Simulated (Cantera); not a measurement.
A Cantera script and what it prints.

```python
import numpy as np
import cantera as ct

gas_names = """
    H HO2 H2 H2O H2O2 O OH O2 O3 Ta TaO TaO2
""".split()
cond_names = """
    H2O(s) H2O(L) Ta(cr) Ta(L) Ta2O5(s) Ta2O5(L)
""".split()


def load(file, names, dense=False):
    # The tables refer to 1 bar. Condensed volumes are neglected.
    table = {s.name: s for s in ct.Species.list_from_file(file)}
    out = []
    for n in names:
        d = dict(table[n].input_data)
        d["thermo"] = dict(d["thermo"], **{"reference-pressure": 1e5})
        if dense:
            d["equation-of-state"] = {"model": "constant-volume", "density": "1e6 g/cm^3"}
        out.append(ct.Species.from_dict(d))
    return out


gas = ct.Solution(thermo="ideal-gas", species=load("nasa_gas.yaml", gas_names))
cond = {s.name: ct.Solution(thermo="fixed-stoichiometry", species=[s], name=s.name)
        for s in load("nasa_condensed.yaml", cond_names, dense=True)}
atoms = {
    'Ta': {'Ta': 1},
    'O2': {'O': 2},
    'H2': {'H': 2},
}
top_T = {}  # K; cautious upper limits of use, not melting points


def equilibrate(T, P, feed):
    n = {}
    for name, mol in feed.items():
        for a, k in atoms[name].items():
            n[a] = n.get(a, 0.0) + k * mol
    gas.TPX = T, P, n
    mass = sum(n.values()) * gas.mean_molecular_weight
    gas.equilibrate("TP")
    valid = [c for c in cond.values() if c.min_temp <= T <= top_T.get(c.name, c.max_temp)]
    mix = ct.Mixture([(gas, mass / gas.mean_molecular_weight)] + [(c, 0.0) for c in valid])
    mix.T, mix.P = T, P
    mix.equilibrate("TP", solver="vcs", rtol=1e-11, max_steps=5000)
    return mix


results = []
feed = {'Ta': 1, 'O2': 0.02, 'H2': 200}  # mol
P = 2600  # Pa
for T in [1200, 1250, 1300, 1350, 1400, 1450, 1500, 1550, 1600, 1650]:
    mix = equilibrate(T, P, feed)
    results.append((T, P, feed, dict(zip(mix.species_names, mix.species_moles))))
    x = sorted(zip(gas.X, gas.species_names), reverse=True)
    print(f"T = {T:g} K  P = {P:g} Pa  gas = {mix.phase_moles(0):.4g} mol")
    print("   x: " + "  ".join(f"{s} {v:.3e}" for v, s in x if v > 1e-05))
    print("   condensed (mol): " + ("  ".join(f"{mix.phase(i).name} {mix.phase_moles(i):.4g}"
          for i in range(1, mix.n_phases) if mix.phase_moles(i) > 1e-12) or "none"))
```

It prints:

```
T = 1200 K  P = 2600 Pa  gas = 200 mol
   x: H2 1.000e+00
   condensed (mol): Ta(cr) 0.9844  Ta2O5(s) 0.007824
T = 1250 K  P = 2600 Pa  gas = 200 mol
   x: H2 1.000e+00
   condensed (mol): Ta(cr) 0.9847  Ta2O5(s) 0.007673
T = 1300 K  P = 2600 Pa  gas = 200 mol
   x: H2 1.000e+00  H2O 1.443e-05
   condensed (mol): Ta(cr) 0.9852  Ta2O5(s) 0.007423
T = 1350 K  P = 2600 Pa  gas = 200 mol
   x: H2 1.000e+00  H2O 2.435e-05  H 1.478e-05
   condensed (mol): Ta(cr) 0.9859  Ta2O5(s) 0.007026
T = 1400 K  P = 2600 Pa  gas = 200 mol
   x: H2 9.999e-01  H2O 3.951e-05  H 3.016e-05
   condensed (mol): Ta(cr) 0.9872  Ta2O5(s) 0.00642
T = 1450 K  P = 2600 Pa  gas = 200 mol
   x: H2 9.999e-01  H2O 6.190e-05  H 5.865e-05
   condensed (mol): Ta(cr) 0.989  Ta2O5(s) 0.005524
T = 1500 K  P = 2600 Pa  gas = 200 mol
   x: H2 9.998e-01  H 1.092e-04  H2O 9.395e-05
   condensed (mol): Ta(cr) 0.9915  Ta2O5(s) 0.004242
T = 1550 K  P = 2600 Pa  gas = 200 mol
   x: H2 9.997e-01  H 1.953e-04  H2O 1.386e-04
   condensed (mol): Ta(cr) 0.9951  Ta2O5(s) 0.002456
T = 1600 K  P = 2600 Pa  gas = 200 mol
   x: H2 9.995e-01  H 3.371e-04  H2O 1.992e-04
   condensed (mol): Ta(cr) 0.9999  Ta2O5(s) 2.866e-05
T = 1650 K  P = 2600 Pa  gas = 200.1 mol
   x: H2 9.992e-01  H 5.632e-04  H2O 1.999e-04
   condensed (mol): Ta(cr) 1
```

Equilibrium computed with Cantera from the NASA thermochemical tables; the gas is ideal and each condensed phase is pure. Mutual solubility and eutectic melting of coexisting phases are not modelled. Condensed phases not in the tables: N, O or C dissolved in the metal.
